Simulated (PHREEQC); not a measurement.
Buffer

Consider water at 25 °C with 0.031 mol H3PO4, 0.04 mol K2HPO4, 0.12 mol NaCl and 0.0015 mol KOH per kg of water. Closed to the air; pH follows from the charge balance.

Computed with PHREEQC (ion-association model, wateq4f.dat).

```yaml
pH: 6.00
ionic_strength: 0.210 mol/kgw
activity_of_water: 0.993
total_alkalinity: 10.5 meq/kg
```

```json
[
 {"species": "Cl-", "molality": "0.120", "activity": "0.0850", "log γ": "-0.150"},
 {"species": "Na+", "molality": "0.119", "activity": "0.0885", "log γ": "-0.130"},
 {"species": "K+", "molality": "0.0811", "activity": "0.0574", "log γ": "-0.150"},
 {"species": "H2PO4-", "molality": "0.0605", "activity": "0.0449", "log γ": "-0.129"},
 {"species": "HPO4-2", "molality": "0.00945", "activity": "0.00277", "log γ": "-0.533"},
 {"species": "NaHPO4-", "molality": "0.000642", "activity": "0.000477", "log γ": "-0.129"},
 {"species": "KHPO4-", "molality": "0.000417", "activity": "0.000310", "log γ": "-0.129"},
 {"species": "H3PO4", "molality": "6.36e-6", "activity": "6.67e-6", "log γ": "0.021"},
 {"species": "H+", "molality": "1.27e-6", "activity": "1.01e-6", "log γ": "-0.099"},
 {"species": "PO4-3", "molality": "1.96e-8", "activity": "1.24e-9", "log γ": "-1.200"}
]
```

No solid was allowed to form. Complexes and solids missing from the database can't appear. H3PO4, which wateq4f.dat lacks, is added to it with the constant of phreeqc.dat.
